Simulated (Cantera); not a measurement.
Feed: 1 mol Si, 0.037 mol N2O, 650 mol H2, 0.97 mol O2, at 4.40 bar.

Cantera equilibrium calculation (NASA polynomials, part measured and part estimated; ideal gas, pure solids and liquids). Candidate condensed phases: H2O, Si, SiO2, Si2N2O, Si3N4; 35 gas species. Mutual solubility and eutectic melting of coexisting phases are not modelled. The tables hold silica as quartz up to 1696 K and as liquid above; real silica turns to tridymite and cristobalite and melts near 1996 K. Rates play no part.

x: gas mole fraction; n: condensed amount in mol.

```json
[
 {"T (K)": "1525", "x H2": "1.000", "x H": "1.13e-5", "x SiO": "1.81e-5", "x H2O": "…", "n SiO2(β-quartz)": "0.962", "n Si2N2O(s)": "0.0132", "n SiO2(condensed)": "0"},
 {"T (K)": "1600", "x H2": "1.000", "x H": "2.59e-5", "x SiO": "9.58e-5", "x H2O": "…", "n SiO2(β-quartz)": "0.938", "n Si2N2O(s)": "0", "n SiO2(condensed)": "0"},
 {"T (K)": "1675", "x H2": "1.000", "x H": "5.53e-5", "x SiO": "0.000207", "x H2O": "…", "n SiO2(β-quartz)": "0.865", "n Si2N2O(s)": "0", "n SiO2(condensed)": "0"},
 {"T (K)": "1750", "x H2": "0.999", "x H": "0.000111", "x SiO": "0.000445", "x H2O": "…", "n SiO2(β-quartz)": "0", "n Si2N2O(s)": "0", "n SiO2(condensed)": "0.711"},
 {"T (K)": "1825", "x H2": "0.998", "x H": "0.000210", "x SiO": "0.000915", "x H2O": "…", "n SiO2(β-quartz)": "0", "n Si2N2O(s)": "0", "n SiO2(condensed)": "0.405"},
 {"T (K)": "1900", "x H2": "0.997", "x H": "0.000378", "x SiO": "0.00154", "x H2O": "0.00150", "n SiO2(β-quartz)": "0", "n Si2N2O(s)": "0", "n SiO2(condensed)": "0"},
 {"T (K)": "1975", "x H2": "0.996", "x H": "0.000651", "x SiO": "0.00154", "x H2O": "0.00150", "n SiO2(β-quartz)": "0", "n Si2N2O(s)": "0", "n SiO2(condensed)": "0"},
 {"T (K)": "2050", "x H2": "0.996", "x H": "0.00108", "x SiO": "0.00153", "x H2O": "0.00150", "n SiO2(β-quartz)": "0", "n Si2N2O(s)": "0", "n SiO2(condensed)": "0"},
 {"T (K)": "2125", "x H2": "0.995", "x H": "0.00173", "x SiO": "0.00153", "x H2O": "0.00150", "n SiO2(β-quartz)": "0", "n Si2N2O(s)": "0", "n SiO2(condensed)": "0"},
 {"T (K)": "2200", "x H2": "0.994", "x H": "0.00268", "x SiO": "0.00153", "x H2O": "0.00150", "n SiO2(β-quartz)": "0", "n Si2N2O(s)": "0", "n SiO2(condensed)": "0"}
]
```

Q: Some entries are withheld; supply them.

A: 
- 1525, x H2O: 4.38e-5
- 1600, x H2O: 6.09e-5
- 1675, x H2O: 0.000172
- 1750, x H2O: 0.000410
- 1825, x H2O: 0.000880
